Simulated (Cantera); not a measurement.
An adiabatic, constant-volume homogeneous reactor starts with 36.5 % CO, 1.17 % H₂, 1.35 % CH₄, 8.98 % O₂, 33.7 % N₂, 18.3 % H₂O, at 1200 K and 1430 Torr.

Detailed kinetics in Cantera: GRI-Mech 3.0 (53 species, 325 reactions).

Q: Predict: time of steepest temperature rise; temperature at 0.400 s; equilibrium temperature; x(CO) at 0.400 s; x(H₂) at 0.400 s; x(H₂O) at 0.400 s; x(HO₂) at 0.400 s; x(CO₂) at 0.400 s.

A: 
| Property | Result |
|---|---|
| time of steepest temperature rise | 0.458 ms |
| temperature at 0.400 s | 2570 K |
| equilibrium temperature | 2570 K |
| x(CO) at 0.400 s | 0.229 (gas-phase equilibrium 0.229) |
| x(H₂) at 0.400 s | 0.0397 (gas-phase equilibrium 0.0397) |
| x(H₂O) at 0.400 s | 0.192 (gas-phase equilibrium 0.192) |
| x(HO₂) at 0.400 s | 3.13e-7 (gas-phase equilibrium 3.13e-7) |
| x(CO₂) at 0.400 s | 0.173 (gas-phase equilibrium 0.173) |
